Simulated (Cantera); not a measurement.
Mixture: 9.45 % CH₃OH, 15.1 % O₂, 75.4 % N₂, equivalence ratio 0.94, at 0.987 atm, adiabatic and at constant pressure. Ignition delay is the time to a rise of 400 K.

Detailed kinetics in Cantera: GRI-Mech 3.0 (53 species, 325 reactions). GRI-Mech 3.0 was tuned for natural gas; its chemistry of methanol as a main component is partial and can be far from experiment.

Problem. Predict: delay at 1125 K; delay at 1275 K; delay at 1425 K; delay at 1575 K; delay at 1725 K; apparent activation energy between 1575 and 1725 K.

Solution. 
```
Item                                                    Result
--------------------------------------------------  ----------
delay at 1125 K                                        38.9 ms
delay at 1275 K                                        3.33 ms
delay at 1425 K                                       0.532 ms
delay at 1575 K                                       0.137 ms
delay at 1725 K                                        48.4 µs
apparent activation energy between 1575 and 1725 K  160 kJ/mol
```
